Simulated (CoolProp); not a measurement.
Vapour-liquid equilibrium of R1234ze(E) (1) + R227EA (2) at 333.1 K; x and y are mole fractions of (1).

Values from CoolProp's multi-fluid Helmholtz-energy mixture model, Thol 2016 and Lemmon 2016; pair parameters Bell 2023.

Problem. Give the bubble pressure and the first vapour's composition at x = 0.05, 0.125, 0.5. Is there an azeotrope?

Solution. x = 0.05: 11.84 bar, y = 0.055; x = 0.125: 11.97 bar, y = 0.135; x = 0.5: 12.49 bar, y = 0.515. No azeotrope shows between x = 0.05 and 0.95.

The pair parameters rest on a limited set of measurements; away from them the model extrapolates.
